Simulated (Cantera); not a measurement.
Feed: 1 mol CO, 0.68 mol H2, held at 2275 K and 21.0 Pa.

Equilibrium computed with Cantera from the NASA thermochemical tables; the gas is ideal and each condensed phase is pure. Candidate condensed phases: C, C6H6, C7H8, C8H18, H2O; 110 gas species. Rates play no part.

Base state: CO 0.515, H 0.271, H2 0.214 (mole fractions); condensed: gas only.

Q: What changes in the equilibrium state with this change: CO replaced by C6H6?

A: 
| species | before | after |
|---|---|---|
| H2 | 0.214 | 0.559 |
| H | 0.271 | 0.438 |
| C2H2 (acetylene) | 3.93e-8 | 0.00213 |
| CO | 0.515 | 0 |
| C3 | <1e-9 | 4.99e-5 |
| C2H | 2.11e-9 | 7.07e-5 |
| C | 1.83e-7 | 2.64e-5 |
| C(graphite), mol | 0 | 5.98 |
